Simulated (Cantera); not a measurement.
Charge: 1 mol V, 0.17 mol NH₃, at 0.0100 bar.

These are equilibrium values from Cantera (NASA tables, ideal gas, pure condensed phases), not measurements of a reactor. Candidate condensed phases: V, VN; 11 gas species. Mutual solubility and eutectic melting of coexisting phases are not modelled. VN: taken at fixed stoichiometry. Condensed phases not in the tables: V₂N, N, O or C dissolved in the metal. Rates play no part.

x: gas mole fraction; n: condensed amount in mol.

| T (K) | x H₂ | x N₂ | x H | x V | n V(s) | n VN(s) |
|---|---|---|---|---|---|---|
| 1575 | 0.999 | 0.000228 | 0.000415 | 6.21e-8 | 0.830 | 0.170 |
| 1625 | 0.999 | 0.000611 | 0.000705 | 2.05e-7 | 0.830 | 0.170 |
| 1675 | 0.997 | 0.00154 | 0.00116 | 6.31e-7 | 0.831 | 0.169 |
| 1725 | 0.994 | 0.00366 | 0.00185 | 1.81e-6 | 0.832 | 0.168 |
| 1775 | 0.989 | 0.00830 | 0.00288 | 4.91e-6 | 0.834 | 0.166 |
| 1825 | 0.978 | 0.0180 | 0.00435 | 1.26e-5 | 0.839 | 0.161 |
| 1875 | 0.956 | 0.0373 | 0.00641 | 3.05e-5 | 0.850 | 0.150 |
| 1925 | 0.916 | 0.0745 | 0.00915 | 7.08e-5 | 0.871 | 0.129 |
| 1975 | [?] | [?] | [?] | [?] | 0.916 | [?] |
| 2025 | 0.735 | 0.248 | 0.0165 | 0.000335 | 1.000 | 0 |
| 2075 | 0.730 | 0.247 | 0.0228 | 0.000687 | 1.000 | 0 |
| 2125 | 0.722 | 0.246 | [?] | [?] | 1.000 | 0 |
| 2175 | 0.712 | 0.244 | 0.0412 | 0.00261 | 0.999 | 0 |

Q: Complete the blanks.

A: 
- 1975, x H₂: 0.844
- 1975, x N₂: 0.143
- 1975, x H: 0.0126
- 1975, x V: 0.000157
- 1975, n VN(s): 0.0840
- 2125, x H: 0.0309
- 2125, x V: 0.00136
